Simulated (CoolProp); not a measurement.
Aqueous potassium carbonate as a coolant, at 17 °C, 1 atm.

Values from CoolProp's Melinder's fits for secondary coolants.

```
mass %  freezing point (°C)  viscosity (mPa s)  conductivity (W/(m K))  density (kg/m³)  Prandtl number
------  -------------------  -----------------  ----------------------  ---------------  --------------
2.3                    -0.7               1.13                   0.591             1020            7.73
8.3                    -2.9               1.30                   0.585             1076            8.35
14.3                   -5.5               1.53                   0.579             1134            9.30
20.3                   -9.0               1.85                   0.573             1195            10.6
26.3                  -14.1               2.32                   0.568             1259            12.5
32.3                  -22.0               3.05                   0.561             1326            15.7
38.3                  -33.5               4.24                   0.554             1396            21.0
```
